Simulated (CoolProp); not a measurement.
A simple Rankine cycle with n-pentane: condensing at 324.15 K, boiler at 0.835 MPa, turbine inlet 539.1 K, turbine efficiency 0.65, pump efficiency 0.8, no recuperator. Each further row changes one setting.

Computed with CoolProp (reference Helmholtz-energy equation of state, Thol 2019).

```json
[
 {"case": "as stated", "thermal efficiency (%)": "7.3", "net work (kJ/kg)": "59.9", "heat in (kJ/kg)": "822", "turbine exit temperature (K)": "512.2", "volume ratio over the turbine": "5.04"},
 {"case": "turbine inlet 559.1 K", "thermal efficiency (%)": "7.1", "net work (kJ/kg)": "62.5", "heat in (kJ/kg)": "877", "turbine exit temperature (K)": "532.2", "volume ratio over the turbine": "5.02"},
 {"case": "condensing temperature 316.15 K", "thermal efficiency (%)": "8.2", "net work (kJ/kg)": "69.1", "heat in (kJ/kg)": "841", "turbine exit temperature (K)": "508.4", "volume ratio over the turbine": "6.46"},
 {"case": "boiler pressure 0.584 MPa", "thermal efficiency (%)": "5.8", "net work (kJ/kg)": "47.7", "heat in (kJ/kg)": "826", "turbine exit temperature (K)": "518.5", "volume ratio over the turbine": "3.51"},
 {"case": "turbine efficiency 0.55", "thermal efficiency (%)": "6.1", "net work (kJ/kg)": "50.5", "heat in (kJ/kg)": "822", "turbine exit temperature (K)": "515.8", "volume ratio over the turbine": "5.08"}
]
```
